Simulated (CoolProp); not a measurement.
Saturated liquid density (kg/m³) of R1336mzz(E): the reference equation beside estimates from Tc = 403.5 K, pc = 2.779 MPa, ω = 0.413. Rackett uses Z = 0.29056 − 0.08775 ω.

The numbers come from the reference Helmholtz-energy equation of state, Akasaka 2023 in CoolProp.

```csv
T (K),reference,Rackett,van der Waals,Redlich-Kwong,Soave-Redlich-Kwong,Peng-Robinson
263.7,1423,1469,805.7,1178,1249,1411
267.7,1412,1457,799.5,1167,1239,1400
271.7,1401,1444,793.2,1156,1229,1389
275.7,1390,1432,786.7,1144,1218,1378
279.7,1379,1419,780.2,1133,1208,1366
283.7,1368,1406,773.5,1121,1197,1354
287.7,1357,1393,766.7,1109,1185,1341
291.7,1345,1380,759.8,1096,1173,1329
295.7,1333,1366,752.7,1084,1161,1315
299.7,1321,1353,745.5,1071,1149,1302
303.7,1308,1339,738.1,1057,1136,1287
307.7,1296,1324,730.5,1044,1123,1273
311.7,1282,1310,722.8,1030,1109,1258
315.7,1269,1295,714.9,1016,1095,1242
```

Absolute difference from the reference over all 14 rows, mean and median: Rackett 2.7 and 2.6 %, van der Waals 43.5 and 43.5 %, Redlich-Kwong 18.4 and 18.4 %, Soave-Redlich-Kwong 12.8 and 12.7 %, Peng-Robinson 1.3 and 1.2 %.
